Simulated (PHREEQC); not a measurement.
## Hard or scaling water: an equilibrium model

Make-up at 20 °C: 0.33 mol SrCl2 and 2.4e-05 mol CO2 per kg of water. Closed to the air; pH follows from the charge balance.

All values are PHREEQC results (Pitzer model, pitzer.dat), not measurements.

```yaml
pH: 5.40
ionic_strength: 0.990 mol/kgw
activity_of_water: 0.985
density: 1.043 g/cm³
osmotic_coefficient: 0.871
```

| species | molality | activity | log γ |
|---|---|---|---|
| Cl- | 0.660 | 0.398 | -0.220 |
| Sr+2 | 0.330 | 0.0813 | -0.609 |
| CO2 | 1.91e-5 | 1.90e-5 | -0.003 |
| H+ | 4.91e-6 | 3.98e-6 | -0.092 |
| HCO3- | 4.90e-6 | 2.00e-6 | -0.390 |
| OH- | 5.01e-9 | 1.70e-9 | -0.471 |

No solid was allowed to form.
